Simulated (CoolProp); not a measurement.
A Linde-Hampson liquefier for methane: isothermal reversible compression at 200 K from 1 atm to 40 MPa, throttling to 1 atm, return gas leaving the recuperator 0 K below the feed. Each further row changes one setting.

Model: reference Helmholtz-energy equation of state, Setzmann 1991, in CoolProp.

| case | liquid yield per pass | compression work (kJ/kg of gas) |
|---|---|---|
| as stated | … | 487 |
| high pressure 80 MPa | … | 593 |
| warm-end temperature 230 K | … | … |
| warm-end gap 5 K | 0.489 | 487 |

Problem. What belongs in the gaps?

Solution. 
- as stated, liquid yield per pass: 0.497
- high pressure 80 MPa, liquid yield per pass: 0.422
- warm-end temperature 230 K, liquid yield per pass: 0.407
- warm-end temperature 230 K, compression work (kJ/kg of gas): 609
